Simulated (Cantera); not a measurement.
# Moist CO burnout

An isothermal, constant-pressure homogeneous reactor starts with CO : O₂ : H₂O : N₂ = 0.01 : 0.0058 : 0.0037 : 0.43 (molar parts), at 1350 K and 100.0 Torr.

Model: GRI-Mech 3.0 (53 species, 325 reactions), integrated in Cantera.

```
t (s)         x CO     x O₂    x H₂O      x OH      x NO
--------  --------  -------  -------  --------  --------
1.00e-6     0.0222   0.0129  0.00823    <1e-12    <1e-12
5.62e-6     0.0222   0.0129  0.00823  1.12e-12    <1e-12
3.16e-5     0.0222   0.0129  0.00823  1.09e-11    <1e-12
0.000178    0.0222   0.0129  0.00823  1.67e-10    <1e-12
0.00100     0.0222   0.0129  0.00823   3.59e-9    <1e-12
0.00562     0.0222   0.0129  0.00823   3.35e-6  1.50e-12
0.0316     0.00566  0.00506  0.00537  0.000390   4.82e-6
0.178      0.00179  0.00280  0.00768  0.000177   8.81e-6
1.00      0.000290  0.00194  0.00823   5.96e-5   9.17e-6
```
x: mole fraction; the columns are a selection and need not sum to one.

Equilibrium at this temperature and pressure: CO 5.91e-7, O₂ 0.00177, H₂O 0.00832, OH 2.66e-6, NO 5.54e-5 (gas phase only).
